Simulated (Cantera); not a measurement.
Charge: 1 mol Fe3O4, 36 mol H2, 8.8 mol H2O, equilibrated at 1077 °C and 0.0450 bar.

Method: chemical equilibrium by Gibbs-energy minimisation in Cantera with the NASA 1993 tables (ideal gas, pure condensed phases). Candidate condensed phases: Fe, FeO, Fe(OH)2, Fe(OH)3, Fe2O3, Fe3O4, H2O; 12 gas species. Mutual solubility and eutectic melting of coexisting phases are not modelled. The tables' stoichiometric FeO is somewhat more stable than real wüstite, so its field is too wide. FeO: taken at fixed stoichiometry. Equilibrium is a limit: real reactors are often held back by kinetics, nucleation or transport.

Base state: H2 0.740, H2O 0.260 (mole fractions); condensed: Fe(γ) + FeO(s).

Q: What changes in the equilibrium state with this change: Fe3O4 replaced by TiO2?

A: 
```csv
species,before,after
H2,0.740,0.804
H2O,0.260,0.196
H,9.66e-6,1.01e-5
"Fe(γ), mol",1.86,0
"FeO(s), mol",1.14,0
"TiO2(rutile), mol",0,1.00
```
Further candidate phases: Ti, TiO, TiO2, Ti2O3, Ti3O5, Ti4O7.
